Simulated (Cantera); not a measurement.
**Adiabatic ignition**

An adiabatic, constant-volume homogeneous reactor starts with CO : H₂ : CH₄ : O₂ : N₂ = 1 : 0.072 : 0.44 : 1.18 : 9.44 (molar parts), at 1450 K and 2.70 bar.

Computed with Cantera and GRI-Mech 3.0 (53 species, 325 reactions).

```json
[
 {"t (s)": "2.00e-6", "T (K)": "1450", "P (bar)": "2.70", "x CO": "0.0824", "x H₂": "0.00593", "x CH₄": "0.0363", "x CH₂O": "9.36e-10", "x O₂": "0.0973", "x CO₂": "7.01e-8"},
 {"t (s)": "5.72e-6", "T (K)": "1450", "P (bar)": "2.70", "x CO": "0.0824", "x H₂": "0.00593", "x CH₄": "0.0363", "x CH₂O": "1.09e-8", "x O₂": "0.0973", "x CO₂": "2.39e-7"},
 {"t (s)": "1.64e-5", "T (K)": "1450", "P (bar)": "2.70", "x CO": "0.0824", "x H₂": "0.00593", "x CH₄": "0.0363", "x CH₂O": "1.17e-7", "x O₂": "0.0973", "x CO₂": "8.84e-7"},
 {"t (s)": "4.68e-5", "T (K)": "1450", "P (bar)": "2.70", "x CO": "0.0824", "x H₂": "0.00593", "x CH₄": "0.0363", "x CH₂O": "1.39e-6", "x O₂": "0.0973", "x CO₂": "3.73e-6"},
 {"t (s)": "0.000134", "T (K)": "1450", "P (bar)": "2.70", "x CO": "0.0824", "x H₂": "0.00592", "x CH₄": "0.0361", "x CH₂O": "2.40e-5", "x O₂": "0.0972", "x CO₂": "2.62e-5"},
 {"t (s)": "0.000383", "T (K)": "1462", "P (bar)": "2.72", "x CO": "0.0823", "x H₂": "0.00598", "x CH₄": "0.0346", "x CH₂O": "0.000307", "x O₂": "0.0962", "x CO₂": "0.000332"},
 {"t (s)": "0.00110", "T (K)": "2689", "P (bar)": "4.93", "x CO": "0.0463", "x H₂": "0.00649", "x CH₄": "<1e-12", "x CH₂O": "5.95e-10", "x O₂": "0.00459", "x CO₂": "0.0741"},
 {"t (s)": "0.00313", "T (K)": "2678", "P (bar)": "4.91", "x CO": "0.0470", "x H₂": "0.00668", "x CH₄": "<1e-12", "x CH₂O": "6.19e-10", "x O₂": "0.00395", "x CO₂": "0.0734"},
 {"t (s)": "0.00896", "T (K)": "2676", "P (bar)": "4.91", "x CO": "0.0471", "x H₂": "0.00671", "x CH₄": "<1e-12", "x CH₂O": "6.23e-10", "x O₂": "0.00387", "x CO₂": "0.0733"},
 {"t (s)": "0.0256", "T (K)": "2676", "P (bar)": "4.91", "x CO": "0.0471", "x H₂": "0.00671", "x CH₄": "<1e-12", "x CH₂O": "6.23e-10", "x O₂": "0.00387", "x CO₂": "0.0733"},
 {"t (s)": "0.0733", "T (K)": "2676", "P (bar)": "4.91", "x CO": "0.0471", "x H₂": "0.00671", "x CH₄": "<1e-12", "x CH₂O": "6.23e-10", "x O₂": "0.00387", "x CO₂": "0.0733"},
 {"t (s)": "0.210", "T (K)": "2676", "P (bar)": "4.91", "x CO": "0.0471", "x H₂": "0.00671", "x CH₄": "<1e-12", "x CH₂O": "6.23e-10", "x O₂": "0.00387", "x CO₂": "0.0733"},
 {"t (s)": "0.600", "T (K)": "2676", "P (bar)": "4.91", "x CO": "0.0471", "x H₂": "0.00671", "x CH₄": "<1e-12", "x CH₂O": "6.23e-10", "x O₂": "0.00387", "x CO₂": "0.0733"}
]
```
x: mole fraction; the columns are a selection and need not sum to one.

| Property | Value |
|---|---|
| time of steepest temperature rise | 0.704 ms |
| temperature at 0.600 s | 2676 K |
| equilibrium temperature | 2676 K |
| x(CO) at 0.600 s | 0.0471 (gas-phase equilibrium 0.0471) |
| x(H₂) at 0.600 s | 0.00671 (gas-phase equilibrium 0.00671) |
| x(CH₄) at 0.600 s | <1e-12 (gas-phase equilibrium <1e-12) |
